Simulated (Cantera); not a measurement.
Thermodynamics of silicon nitride deposition, feed SiH4 + N2 + H2

Charge: 1 mol SiH4, 1.4 mol N2, 67 mol H2, at 0.133 bar.

Equilibrium computed with Cantera from the NASA thermochemical tables; the gas is ideal and each condensed phase is pure. Candidate condensed phases: Si, Si3N4; 18 gas species. N2 is the only nitrogen source here; it is nearly inert below about 1500 K, so the nitride shown seldom forms there in practice. Gases not in the tables: Si2H6 and higher silanes. The numbers say what is thermodynamically allowed, not how fast it happens.

From 748 K to 1648 K the condensed part is Si3N4(s). From 1748 K to 1948 K the condensed part is Si(l).

```csv
T (K),log p H2,log p N2,log p H,log p Si,log p SiH2,log p NH3,n Si3N4(s),n Si(l)
748,-0.88,-2.85,<-12,<-12,<-12,-5.03,0.333,0
848,-0.88,-2.85,-11.16,<-12,<-12,-5.47,0.333,0
948,-0.88,-2.85,-9.72,<-12,<-12,-5.82,0.333,0
1048,-0.88,-2.85,-8.55,<-12,<-12,-6.11,0.333,0
1148,-0.88,-2.85,-7.58,<-12,<-12,-6.35,0.333,0
1248,-0.88,-2.85,-6.77,<-12,-11.11,-6.56,0.333,0
1348,-0.88,-2.85,-6.08,-11.67,-9.60,-6.73,0.333,0
1448,-0.88,-2.85,-5.48,-9.82,-8.29,-6.88,0.333,0
1548,-0.88,-2.85,-4.95,-8.21,-7.16,-7.02,0.333,0
1648,-0.88,-2.85,-4.49,-6.80,-6.17,-7.13,0.333,0
1748,-0.88,-2.58,-4.08,-5.84,-5.57,-7.10,0,0.997
1848,-0.88,-2.58,-3.72,-5.20,-5.27,-7.19,0,0.992
1948,-0.89,-2.58,-3.39,-4.63,-4.99,-7.27,0,0.978
```
log p: log10 of the partial pressure in bar; n: condensed amount in mol.
